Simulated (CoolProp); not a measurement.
Vapour-liquid equilibrium of R152A (1) + isobutane (2) at 0.345 bar; x and y are mole fractions of (1).

Values from CoolProp's multi-fluid Helmholtz-energy mixture model, Outcalt 1996 and Bücker 2006; pair parameters Bell 2016.

```tsv
x	bubble temperature, mixture model (°C)	bubble temperature, Raoult's law (°C)	y, mixture model	y, Raoult's law
0.05	-41.4	-37.0	0.258	0.080
0.125	-45.8	-37.9	0.447	0.190
0.2	-48.1	-38.8	0.538	0.292
0.275	-49.4	-39.6	0.588	0.384
0.35	-50.0	-40.4	0.616	0.470
0.425	-50.3	-41.1	0.632	0.548
0.5	-50.5	-41.8	0.642	0.622
0.575	-50.5	-42.5	0.648	0.690
0.65	-50.6	-43.2	0.655	0.753
0.725	-50.5	-43.8	0.665	0.812
0.8	-50.4	-44.4	0.686	0.868
0.875	-49.8	-45.0	0.733	0.920
0.95	-48.2	-45.5	0.841	0.969
```

The largest gap from Raoult's law is -9.8 K in bubble temperature, at x = 0.275. y crosses x between x = 0.65 and 0.725: the model has an azeotrope there.

Pair parameters are fitted to limited data, so mixtures are less certain than the pure fluids.
